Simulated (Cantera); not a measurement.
**Equilibrium for halide evaporation, hydrolysis and transport: CaF₂ + HF + H₂**

A closed system holds: 1 mol CaF₂, 0.019 mol HF, a varied amount of H₂, held at 80.0 mbar.

These are equilibrium values from Cantera (NASA tables, ideal gas, pure condensed phases), not measurements of a reactor. Candidate condensed phases: Ca, CaF₂; 15 gas species. Equilibrium is a limit: real reactors are often held back by kinetics, nucleation or transport.

Stable condensed phases:

```
T in K \ n(H₂) in mol
           3 4.2 5.9 8.3  12  16  23  32  45  63  88 120 170
   2098    A   A   A   B   B   B   B   B   B   B   B   B   B
   1998    A   A   A   A   A   A   B   B   B   B   B   B   B
   1898    A   A   A   A   A   A   A   A   A   B   B   B   B
   1798    A   A   A   A   A   A   A   A   A   A   A   A   A
   1698    A   A   A   A   A   A   A   A   A   A   A   A   A
   1598    A   A   A   A   A   A   A   A   A   A   A   A   A
   1498    A   A   A   A   A   A   A   A   A   A   A   A   A
   1398    A   A   A   A   A   A   A   A   A   A   A   A   A
   1298    A   A   A   A   A   A   A   A   A   A   A   A   A
   1198    A   A   A   A   A   A   A   A   A   A   A   A   A
   1098    A   A   A   A   A   A   A   A   A   A   A   A   A
    998    A   A   A   A   A   A   A   A   A   A   A   A   A
```

A: CaF₂; B: gas only.
